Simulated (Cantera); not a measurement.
Thermodynamics of thermal oxidation and active oxidation of silicon, feed Si + O2 + H2

A closed system holds: 1 mol Si, 0.0018 mol O2, 1.3 mol H2, equilibrated at 1873 K and 3.20 bar.

Method: chemical equilibrium by Gibbs-energy minimisation in Cantera with the NASA 1993 tables (ideal gas, pure condensed phases). Candidate condensed phases: H2O, Si, SiO2; 18 gas species. Gases not in the tables: Si2H6 and higher silanes. Kinetics and transport are ignored.

The x(H2) is 0.997 and the x(SiO) is 0.00275. The x(H) is 0.000360. The x(SiH2) comes out as 4.89e-5 and the x(H2O) is 8.64e-6. The x(SiH) comes out as 4.59e-6 and the x(SiH4) is 3.35e-6. The x(Si) is 2.76e-6, the n(Si(l)) is 0.996 mol and the gas amount is 1.304 mol.
